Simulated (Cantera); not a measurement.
Input: 1 mol SiC, 0.0027 mol O₂, 1.2 mol N₂, held at 800 °C and 1330 Pa.

Cantera equilibrium calculation (NASA polynomials, part measured and part estimated; ideal gas, pure solids and liquids). Candidate condensed phases: C, Si, SiC, SiO₂, Si₂N₂O, Si₃N₄; 34 gas species. N₂ is the only nitrogen source here; it is nearly inert below about 1500 K, so the nitride shown seldom forms there in practice. Mutual solubility and eutectic melting of coexisting phases are not modelled. The numbers say what is thermodynamically allowed, not how fast it happens.

Base state: N₂ 1.00 (mole fractions); condensed: C(graphite) + Si₂N₂O(s) + Si₃N₄(s).

Q: What changes in the equilibrium state with this change: 0.55 mol H₂O added?

A: 
```tsv
species	before	after
N₂	1.00	0.550
H₂	0	0.427
CO	4.41e-8	0.0237
CH₄	0	0.000111
H₂O	0	1.75e-5
C(graphite), mol	1.00	0.969
Si₂N₂O(s), mol	0.00540	0.492
Si₃N₄(s), mol	0.330	0
SiO₂(β-quartz), mol	0	0.0166
```
Further candidate phases: C₆H₆, C₇H₈, C₈H₁₈, H₂O.
